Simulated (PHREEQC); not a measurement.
Consider water at 5 °C with 0.082 mol/kgw K2CO3 and 0.0038 mol/kgw KNO3. Closed to the air; pH follows from the charge balance.

Computed with PHREEQC (ion-association model, phreeqc.dat).

Q: The ionic strength comes out as 0.248 mol/kgw. What activity coefficients do OH-, HCO3-, NO3-, CO3-2, K+ get?

A: OH- 0.70, HCO3- 0.74, NO3- 0.68, CO3-2 0.30, K+ 0.70.

This is a speciation only: nothing precipitates in the calculation. Away from 25 °C the constants follow the database's enthalpies or fits; those with neither stay at their 25 °C values.
